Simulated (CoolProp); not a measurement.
A Linde-Hampson liquefier for nitrogen: isothermal reversible compression at 250 K from 1 atm to 30 MPa, throttling to 1 atm, return gas leaving the recuperator 2 K below the feed. Each further row changes one setting.

The numbers come from the reference Helmholtz-energy equation of state, Span 2000 in CoolProp.

| case | liquid yield per pass | compression work (kJ/kg of gas) |
|---|---|---|
| as stated | 0.145 | 418 |
| high pressure 60 MPa | 0.134 | 485 |
| warm-end temperature 280 K | 0.105 | 474 |
| warm-end gap 7 K | 0.134 | 418 |
